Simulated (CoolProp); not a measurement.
Values from CoolProp's reference Helmholtz-energy equation of state, Gao 2022.

Q: Give the vapour pressure (bar), liquid density (kg/m³), vapour density (kg/m³), liquid cp (kJ/(kg K)) of saturated n-perfluorohexane at 310.9, 354.7 K.

A: 
```tsv
T (K)	p (bar)	liquid density (kg/m³)	vapour density (kg/m³)	liquid cp (kJ/(kg K))
310.9	0.499	1640	6.78	1.07
354.7	2.16	1500	27.8	1.14
```
